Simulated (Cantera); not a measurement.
An isothermal, constant-pressure homogeneous reactor starts with 1.64 % CH4, 91.2 % H2, 7.20 % H, at 2050 K and 82.5 Torr.

Model: GRI-Mech 3.0 (53 species, 325 reactions), integrated in Cantera. GRI-Mech 3.0 stops at C3 and has no aromatics, soot or wall deposition, so with more carbon than oxygen in the feed, carbon stays in small species such as C2H2 where larger ones or solid carbon would form.

x: mole fraction; the columns are a selection and need not sum to one.

| t (s) | x CH4 | x H2 | x H | x C2H | x CH3 |
|---|---|---|---|---|---|
| 4.00e-6 | ___ | 0.922 | 0.0615 | 2.05e-7 | 0.00826 |
| 3.36e-5 | ___ | 0.935 | 0.0513 | 3.44e-6 | 0.00513 |
| 0.000283 | ___ | 0.955 | 0.0350 | 5.30e-6 | 0.00133 |
| 0.00238 | ___ | 0.970 | 0.0214 | 3.79e-6 | 0.000278 |
| 0.0200 | ___ | 0.982 | 0.00950 | 1.73e-6 | 6.63e-5 |
| 0.168 | ___ | 0.985 | 0.00683 | 1.26e-6 | 2.57e-5 |
| 1.41 | 0.000112 | 0.985 | 0.00684 | 1.27e-6 | 1.51e-5 |
| 11.9 | 0.000111 | 0.985 | 0.00684 | 1.27e-6 | 1.51e-5 |
| 100 | 0.000111 | 0.985 | 0.00684 | 1.27e-6 | 1.51e-5 |

**Question.** Some entries are withheld; supply them.

**Answer.** 
- 4.00e-6, x CH4: 0.00733
- 3.36e-5, x CH4: 0.00502
- 0.000283, x CH4: 0.00190
- 0.00238, x CH4: 0.000654
- 0.0200, x CH4: 0.000351
- 0.168, x CH4: 0.000190
